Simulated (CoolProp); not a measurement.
Saturation properties of chlorine.

Computed with CoolProp (reference Helmholtz-energy equation of state, Thol 2021).

| T (°C) | p (MPa) | liquid density (kg/m³) | vapour density (kg/m³) | enthalpy of vaporisation (kJ/kg) | liquid cp (kJ/(kg K)) |
|---|---|---|---|---|---|
| -72.05 | 0.01314 | 1667 | 0.5605 | 307.4 | 0.9392 |
| -56.75 | 0.03292 | 1626 | 1.313 | 299.4 | 0.9376 |
| -41.35 | 0.07230 | 1584 | 2.716 | 291.1 | 0.9389 |
| -26.05 | 0.1417 | 1542 | 5.062 | 282.4 | 0.9436 |
| -10.65 | 0.2556 | 1498 | 8.745 | 273.0 | 0.9525 |
| 4.65 | 0.4276 | 1454 | 14.14 | 262.9 | 0.9661 |
| 20.05 | 0.6766 | 1408 | 21.81 | 251.8 | 0.9852 |
| 35.35 | 1.017 | 1360 | 32.25 | 239.5 | 1.011 |
| 50.75 | 1.471 | 1309 | 46.32 | 225.7 | 1.046 |
| 66.05 | 2.049 | 1254 | 64.83 | 210.3 | 1.094 |
| 81.45 | 2.779 | 1193 | 89.44 | 192.6 | 1.164 |
| 96.75 | 3.666 | 1125 | 122.2 | 172.0 | 1.274 |
| 112.15 | 4.743 | 1044 | 168.0 | 146.9 | 1.481 |

It boils at -34.0 °C under 1 atm.
